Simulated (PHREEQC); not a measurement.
Solution (20 °C): 0.12 mol/kgw HF and 0.014 mol/kgw (CH3)4NF. It is in equilibrium with CO2 at log p = -3.4 (atm). Otherwise closed; pH follows from the charge balance.

Equilibrium calculation in PHREEQC: ion-association model, phreeqc.dat.

Each row changes one thing in this solution. This is a speciation only: nothing precipitates in the calculation.

```
case                                        pH  ionic strength (mol/kgw)  HF (mol/kgw)  F- (mol/kgw)  HF2- (mol/kgw)  HCO3- (mol/kgw)
----------------------------------------  ----  ------------------------  ------------  ------------  --------------  ---------------
as made                                   2.22                    0.0208         0.107        0.0149         0.00590          1.22e-9
temperature from 20 to 40 °C              2.32                    0.0194         0.109        0.0133         0.00607          1.14e-9
temperature from 20 to 70 °C              2.52                    0.0174         0.111        0.0117         0.00570          1.05e-9
0.0028 mol/kgw NH4Br added                2.21                    0.0237         0.107        0.0150         0.00591          1.22e-9
HF replaced by KHF2 at the same molality  3.07                     0.135        0.0865         0.103          0.0325          9.73e-9
temperature from 20 to 85 °C              2.63                    0.0166         0.112        0.0113         0.00534          1.03e-9
HF left out                               6.21                    0.0140       1.05e-5        0.0140         5.40e-7          1.17e-5
```

(CH3)4N+ isn't in the database: it is added as a free cation with an ion size of 4 Å. Constants without temperature data keep their 25 °C values here.
